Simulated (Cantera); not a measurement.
MgO + N2 (sublimation and decomposition of ceramics)

A closed system holds: 1 mol MgO, 0.014 mol N2, equilibrated at 10.0 mbar.

Method: chemical equilibrium by Gibbs-energy minimisation in Cantera with the NASA 1993 tables (ideal gas, pure condensed phases). Candidate condensed phases: Mg, MgO; 13 gas species. Kinetics and transport are ignored.

```
T (K)  log p N2  log p Mg  log p O2  log p O  log p NO  log p MgO  log p N  log p MgN  n MgO(s)
-----  --------  --------  --------  -------  --------  ---------  -------  ---------  --------
2100      -2.00     -4.78     -5.36    -5.54     -5.29      -6.87    -9.45     -10.35     1.000
2150      -2.00     -4.51     -5.06    -5.24     -5.09      -6.49    -9.17     -10.00     1.000
2200      -2.00     -4.25     -4.78    -4.96     -4.90      -6.13    -8.91      -9.66     1.000
2250      -2.01     -4.00     -4.51    -4.69     -4.72      -5.79    -8.65      -9.34     1.000
2300      -2.01     -3.76     -4.26    -4.44     -4.55      -5.46    -8.41      -9.03     1.000
2350      -2.02     -3.53     -4.02    -4.19     -4.39      -5.15    -8.19      -8.74     1.000
2400      -2.04     -3.31     -3.79    -3.96     -4.24      -4.85    -7.97      -8.47     0.999
2450      -2.06     -3.10     -3.58    -3.74     -4.11      -4.56    -7.77      -8.20     0.999
```
log p: log10 of the partial pressure in bar; n: condensed amount in mol.

From 2100 K to 2450 K the condensed part is MgO(s). The main Mg-bearing gas is Mg throughout.
